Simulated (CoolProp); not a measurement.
Properties of R236EA at several states.

Model: reference Helmholtz-energy equation of state, Rui 2013, in CoolProp.

| T (K) | p (MPa) | phase | density (kg/m³) | cp (kJ/(kg K)) | cv (kJ/(kg K)) | Prandtl number |
|---|---|---|---|---|---|---|
| 359.8 | 0.0368 | gas | 1.882 | 0.9435 | 0.8871 | 0.658 |
| 268.9 | 1.11 | liquid | 1518 | ? | ? | 8.07 |
| 330.4 | 0.141 | gas | 8.067 | 0.9157 | 0.8507 | 0.659 |
| 294.4 | 0.934 | liquid | 1441 | 1.250 | 0.8854 | 6.27 |
| 368.4 | 0.13 | gas | 6.585 | 0.9632 | ? | 0.663 |

Question: Fill in the missing entries.

Answer: 
- 268.9, cp (kJ/(kg K)): 1.221
- 268.9, cv (kJ/(kg K)): 0.8698
- 368.4, cv (kJ/(kg K)): 0.9025

Viscosity comes from a separate model (Huber 2003), an estimate that may be off by 10 % or more. Thermal conductivity comes from a separate model (Huber 2003), an estimate that may be off by 10 % or more.
